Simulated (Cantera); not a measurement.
Input: 1 mol trisilylamine, 3.4 mol N2, equilibrated at 1.00 bar.

Equilibrium computed with Cantera from the NASA thermochemical tables; the gas is ideal and each condensed phase is pure. Candidate condensed phases: Si, Si3N4; 18 gas species. The feed counts by its element totals alone. The tables' values for SiN are old estimates; treat these amounts as uncertain. Gases not in the tables: Si2H6 and higher silanes. Rates play no part.

x: gas mole fraction; n: condensed amount in mol.

```tsv
T (K)	x H2	x N2	x H	x NH3	x Si	x SiH2	n Si3N4(s)	n Si(l)
773	0.702	0.297	<1e-12	?	<1e-12	<1e-12	1.00	0
923	0.703	0.297	2.05e-10	?	<1e-12	<1e-12	1.00	0
1073	0.703	0.297	1.17e-8	?	<1e-12	<1e-12	1.00	0
1223	0.703	0.297	2.52e-7	?	<1e-12	<1e-12	1.00	0
1373	0.703	0.297	2.79e-6	?	<1e-12	8.37e-11	1.00	0
1523	0.703	0.297	1.94e-5	?	7.14e-11	5.58e-9	1.00	0
1673	0.703	0.297	9.55e-5	?	9.36e-9	1.73e-7	1.00	0
1823	0.703	0.297	0.000363	?	5.42e-7	3.03e-6	1.000	0
1973	0.702	0.297	0.00113	?	1.68e-5	3.39e-5	1.000	0
2123	0.533	0.464	0.00262	?	0.000170	0.000109	0	3.00
```

**Question.** Fill in the missing entries.

**Answer.** 
- 773, x NH3: 0.00127
- 923, x NH3: 0.000324
- 1073, x NH3: 0.000119
- 1223, x NH3: 5.52e-5
- 1373, x NH3: 3.02e-5
- 1523, x NH3: 1.86e-5
- 1673, x NH3: 1.25e-5
- 1823, x NH3: 8.94e-6
- 1973, x NH3: 6.74e-6
- 2123, x NH3: 4.39e-6
